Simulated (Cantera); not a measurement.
Input (Python, Cantera):

```python
import numpy as np
import cantera as ct

gas = ct.Solution("gri30.yaml", transport_model="mixture-averaged")
show = ['NO', 'CO2', 'C2H2']

rows = []
print(f"{'T/K':>7s}{'rho':>11s}{'cp':>10s}{'mu':>11s}{'lambda':>11s}{'Pr':>7s}" + "".join(f"{'D_' + s:>11s}" for s in show))
for T in [400, 500, 600, 700, 800, 900, 1000]:
    gas.TPX = T, 440000, {'CO2': 0.35, 'C2H6': 0.059}
    Pr = gas.cp_mass * gas.viscosity / gas.thermal_conductivity
    D = [gas.mix_diff_coeffs_mole[gas.species_index(s)] for s in show]
    rows.append([gas.density, gas.cp_mass, gas.viscosity, gas.thermal_conductivity, Pr, *D])
    print(f"{T:7g}{gas.density:11.4e}{gas.cp_mass:10.1f}{gas.viscosity:11.4e}"
          f"{gas.thermal_conductivity:11.4e}{Pr:7.3f}" + "".join(f"{d:11.4e}" for d in D))
print("SI units: kg/m3, J/kg/K, Pa s, W/m/K, m2/s")
```

It prints:

```
    T/K        rho        cp         mu     lambda     Pr       D_NO      D_CO2     D_C2H2
    400 5.5563e+00    1064.8 1.8654e-05 2.6618e-02  0.746 5.9568e-06 4.2809e-06 4.8360e-06
    500 4.4451e+00    1176.2 2.2662e-05 3.5499e-02  0.751 8.8505e-06 6.4917e-06 7.3014e-06
    600 3.7042e+00    1271.9 2.6330e-05 4.4316e-02  0.756 1.2164e-05 9.0521e-06 1.0148e-05
    700 3.1751e+00    1352.1 2.9727e-05 5.2912e-02  0.760 1.5867e-05 1.1933e-05 1.3345e-05
    800 2.7782e+00    1418.8 3.2906e-05 6.1233e-02  0.762 1.9936e-05 1.5114e-05 1.6870e-05
    900 2.4695e+00    1475.7 3.5902e-05 6.9264e-02  0.765 2.4352e-05 1.8575e-05 2.0703e-05
   1000 2.2225e+00    1528.2 3.8747e-05 7.7009e-02  0.769 2.9100e-05 2.2303e-05 2.4830e-05
SI units: kg/m3, J/kg/K, Pa s, W/m/K, m2/s
```

Cantera simulation using GRI-Mech 3.0 (53 species, 325 reactions); the numbers are that mechanism's predictions, not measurements.
